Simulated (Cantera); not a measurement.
N2O furnace oxynitridation

A perfectly stirred reactor is fed with 13.3 % N2O, 0.0320 % H2, 86.6 % N2, at 0.360 bar; it is held at 1375 K, and followed from long to short residence time.

Computed with Cantera and GRI-Mech 3.0 (53 species, 325 reactions). GRI-Mech 3.0 was tuned for natural gas; its chemistry of N2O as a main component is partial and can be far from experiment. The mechanism lacks the step 2 NO + O2 → 2 NO2, which can matter for NO2 below about 1400 K. The temperature is held fixed by assumption; the heat of reaction is taken as removed at once.

```csv
τ (s),x N2O,x H2,x H,x O2,x NO2
0.48,0.0468,3.84e-6,5.14e-8,0.0339,4.04e-5
0.19,0.0755,8.44e-6,6.31e-8,0.0224,3.34e-5
0.079,0.100,1.76e-5,8.16e-8,0.0126,2.65e-5
0.032,0.117,3.61e-5,1.19e-7,0.00602,2.09e-5
0.013,0.126,7.02e-5,1.89e-7,0.00263,1.48e-5
0.0052,0.130,0.000127,3.04e-7,0.00107,7.57e-6
0.0021,0.132,0.000200,4.24e-7,0.000425,2.54e-6
0.00084,0.133,0.000268,4.32e-7,0.000159,4.91e-7
0.00034,0.133,0.000305,2.90e-7,5.66e-5,4.43e-8
0.00014,0.133,0.000316,1.50e-7,1.87e-5,1.89e-9
```
x: mole fraction; the columns are a selection and need not sum to one.
